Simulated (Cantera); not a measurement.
Cantera with NASA thermochemical tables; ideal gases at 1 bar, condensed phases pure. Values are per mole of reaction as written; species without (g) are pure solids or liquids, kept so even where they would boil at 1 bar.

4 C3H8(g) + Ta + 2 H2O(g) → TaO2(g) + 6 C2H6(g), with ΔH° = 198.4 kJ and ΔS° = 155.0 J/K at 300 K.

How far is the shortcut ΔG° ≈ ΔH°(300 K) − T·ΔS°(300 K) from the full temperature-dependent value at 1073, 1098, 1123, 1148, 1173, 1198, 1223, 1248, 1273 K?


| T (K) | shortcut (kJ) | full (kJ) | difference (kJ) | difference in log10 K |
|---|---|---|---|---|
| 1073 | 32.0 | 48.5 | -16.5 | 0.80 |
| 1098 | 28.2 | 45.5 | -17.3 | 0.82 |
| 1123 | 24.3 | 42.4 | -18.1 | 0.84 |
| 1148 | 20.4 | 39.4 | -19.0 | 0.86 |
| 1173 | 16.5 | 36.4 | -19.8 | 0.88 |
| 1198 | 12.7 | 33.4 | -20.7 | 0.90 |
| 1223 | 8.8 | 30.4 | -21.6 | 0.92 |
| 1248 | 4.9 | 27.4 | -22.4 | 0.94 |
| 1273 | 1.0 | 24.4 | -23.3 | 0.96 |
The shortcut ignores the heat-capacity change of the reaction.
